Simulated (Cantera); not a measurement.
Input: 1 mol CuO, 2 mol CO, 4.1 mol H2, held at 1550 K and 1.00 Torr.

Equilibrium computed with Cantera from the NASA thermochemical tables; the gas is ideal and each condensed phase is pure. The numbers say what is thermodynamically allowed, not how fast it happens.

```csv
species,before,after
H2,0.528,0.318
CO,0.296,0.239
H,0.000627,0.191
Cu,0.0139,0.126
OH,5.37e-6,0.0101
CO2,0.0270,0.0128
H2O,0.135,0.0980
O,5.41e-9,0.00409
O2,<1e-9,0.000524
"Cu(l), mol",0.914,0
```
Gas species are given as mole fractions.

Q: Name the change that produced these shifts.
A) H2 from 4.1 to 16 mol
B) pressure from 1.00 Torr to 4280 Torr
C) temperature from 1550 K to 2348 K
D) pressure from 1.00 Torr to 0.233 Torr

A: C, temperature from 1550 K to 2348 K
